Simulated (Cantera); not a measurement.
Cantera run, input and output.

```python
import numpy as np
import cantera as ct

gas = ct.Solution("gri30.yaml")


def delay(T, t_max=10):
    gas.TPX = T, 101325, {'CH4': 1, 'O2': 1.05, 'N2': 5.05}
    reactor = ct.IdealGasConstPressureReactor(gas, clone=False)
    net = ct.ReactorNet([reactor])
    net.rtol, net.atol = 1e-8, 1e-16
    while net.time < t_max:
        t_old, T_old = net.time, reactor.T
        net.step()
        if reactor.T > T + 400:  # ignition: a rise of 400 K
            return t_old + (T + 400 - T_old) / (reactor.T - T_old) * (net.time - t_old)
    return np.nan


taus = []
for T in [1175, 1225, 1275, 1325, 1375, 1425]:
    taus.append(delay(T))
    print(f"T0 = {T:6g} K   tau = {taus[-1]:.4e} s")
```

Output:

```
T0 =   1175 K   tau = 1.1669e-01 s
T0 =   1225 K   tau = 5.7184e-02 s
T0 =   1275 K   tau = 2.8943e-02 s
T0 =   1325 K   tau = 1.5067e-02 s
T0 =   1375 K   tau = 8.0504e-03 s
T0 =   1425 K   tau = 4.4166e-03 s
```

Model: GRI-Mech 3.0 (53 species, 325 reactions), integrated in Cantera.
